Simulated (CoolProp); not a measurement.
Vapour-liquid equilibrium of acetone (1) + n-dodecane (2) at 100.65 °C; x and y are mole fractions of (1).

Computed with CoolProp (multi-fluid Helmholtz-energy mixture model, Lemmon 2006 and Lemmon 2004; pair parameters Bell 2016).

**Question.** Give the bubble pressure and the first vapour's composition at x = 0.05, 0.35, 0.45. Is there an azeotrope?

**Answer.** x = 0.05: 0.02523 MPa, y = 0.920; x = 0.35: 0.2061 MPa, y = 0.992; x = 0.45: 0.2435 MPa, y = 0.993. No azeotrope shows between x = 0.05 and 0.95.

The pair parameters rest on a limited set of measurements; away from them the model extrapolates. With so large a gap from Raoult's law the liquid may split in two, which this calculation doesn't test in full.
